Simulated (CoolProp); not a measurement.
Vapour-liquid equilibrium of dimethyl carbonate (1) + n-decane (2) at 398.7 K; x and y are mole fractions of (1).

Computed with CoolProp (multi-fluid Helmholtz-energy mixture model, Zhou 2011 and Lemmon 2006; pair parameters Bell 2016).

**Question.** Give the bubble pressure and the first vapour's composition at x = 0.05, 0.65, 0.95. Is there an azeotrope?

**Answer.** x = 0.05: 0.07273 MPa, y = 0.671; x = 0.65: 0.2357 MPa, y = 0.923; x = 0.95: 0.2710 MPa, y = 0.979. No azeotrope shows between x = 0.05 and 0.95.

The pair parameters rest on a limited set of measurements; away from them the model extrapolates. With so large a gap from Raoult's law the liquid may split in two, which this calculation doesn't test in full.
